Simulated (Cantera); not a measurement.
Cantera run:

```python
import numpy as np
import cantera as ct

gas_names = """
    H HNO HNO2 HNO3 HO2 H2 H2O H2O2 N NH NH2 NH3 NH2OH NO NO2 NO3 N2 N2H2 N2H4 N2O O OH O2 O3 Si SiH
    SiH2 SiH3 SiH4 SiN SiO SiO2 Si2 Si2N Si3
""".split()
cond_names = """
    H2O(s) H2O(L) Si(cr) Si(L) SiO2(Lqz) SiO2(hqz) SiO2(L) Si2N2O(s) Si3N4(a)
""".split()


# ... load() reads the species with a 1 bar reference pressure and builds the phases ...
atoms = {
    'Si': {'Si': 1},
    'N2O': {'N': 2, 'O': 1},
    'H2': {'H': 2},
}
top_T = {'Si2N2O(s)': 2100, 'Si3N4(a)': 2400}  # K; cautious upper limits of use, not melting points


# ... equilibrate(T, P, feed) seeds the gas with the atoms and calls Mixture.equilibrate('TP', solver="vcs", rtol=1e-11, max_steps=5000) ...
results = []
feed = {'Si': 1, 'N2O': 0.087, 'H2': 13}  # mol
T = 1725  # K
P = 101325  # Pa
mix = equilibrate(T, P, feed)
results.append((T, P, feed, dict(zip(mix.species_names, mix.species_moles))))
x = sorted(zip(gas.X, gas.species_names), reverse=True)
print(f"T = {T:g} K  P = {P:g} Pa  gas = {mix.phase_moles(0):.4g} mol")
print("   x: " + "  ".join(f"{s} {v:.3e}" for v, s in x if v > 0.0001))
print("   condensed (mol): " + ("  ".join(f"{mix.phase(i).name} {mix.phase_moles(i):.4g}"
      for i in range(1, mix.n_phases) if mix.phase_moles(i) > 1e-12) or "none"))
```

Output:

```
T = 1725 K  P = 101325 Pa  gas = 13.01 mol
   x: H2 9.988e-01  N2 4.772e-04  SiO 4.769e-04  H 1.844e-04
   condensed (mol): Si(L) 0.832  Si2N2O(s) 0.08078
```

Equilibrium computed with Cantera from the NASA thermochemical tables; the gas is ideal and each condensed phase is pure. Mutual solubility and eutectic melting of coexisting phases are not modelled. Gases not in the tables: Si2H6 and higher silanes.
